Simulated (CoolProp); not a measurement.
Saturated liquid density (kg/m³) of R1234yf: the reference equation beside estimates from Tc = 94.7 °C, pc = 3.384 MPa, ω = 0.276. Rackett uses Z = 0.29056 − 0.08775 ω.

Computed with CoolProp (reference Helmholtz-energy equation of state, Lemmon 2022).

```
T (°C)  reference  Rackett  Redlich-Kwong
------  ---------  -------  -------------
-93.75       1431     1413           1238
-84.15       1407     1391           1218
-74.55       1382     1367           1197
-64.95       1358     1344           1175
-55.35       1333     1319           1152
-45.75       1308     1294           1128
-36.15       1282     1268           1103
-26.45       1255     1241           1076
-16.85       1227     1214           1048
-7.25        1199     1185           1018
2.35         1169     1155          986.7
11.95        1137     1124          953.2
21.55        1104     1091          917.4
31.25        1068     1055          878.6
40.85        1030     1017          836.9
```

Absolute difference from the reference over all 15 rows, mean and median: Rackett 1.1 and 1.1 %, Redlich-Kwong 14.9 and 14.3 %.
